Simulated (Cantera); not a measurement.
A closed system holds: 1 mol SiH₄, 36 mol NH₃.

Cantera equilibrium calculation (NASA polynomials, part measured and part estimated; ideal gas, pure solids and liquids). Candidate condensed phases: Si, Si₃N₄; 18 gas species. Equilibrium is a limit: real reactors are often held back by kinetics, nucleation or transport.

Stable condensed phases, one row left out:

```
T in °C \ P in Pa
              5     13     36     98    260    710   1900   5100  14000  37000 100000
   1702       A      A      A      A      A      B      B      B      B      B      C
   1602       A      A      A      B      B      B      B      B      C      C      C
   1502       A      A      B      B      B      B      B      C      C      C      C
   1302       B      B      B      C      C      C      C      C      C      C      C
   1202       B      C      C      C      C      C      C      C      C      C      C
   1102       C      C      C      C      C      C      C      C      C      C      C
   1002       C      C      C      C      C      C      C      C      C      C      C
    902       C      C      C      C      C      C      C      C      C      C      C
    802       C      C      C      C      C      C      C      C      C      C      C
    702       C      C      C      C      C      C      C      C      C      C      C
    602       C      C      C      C      C      C      C      C      C      C      C
```

A: gas only; B: Si; C: Si₃N₄.

Q: Give the row for 1402 °C.

A: 5: Si; 13: Si; 36: Si; 98: Si; 260: Si; 710: Si₃N₄; 1900: Si₃N₄; 5100: Si₃N₄; 14000: Si₃N₄; 37000: Si₃N₄; 100000: Si₃N₄.
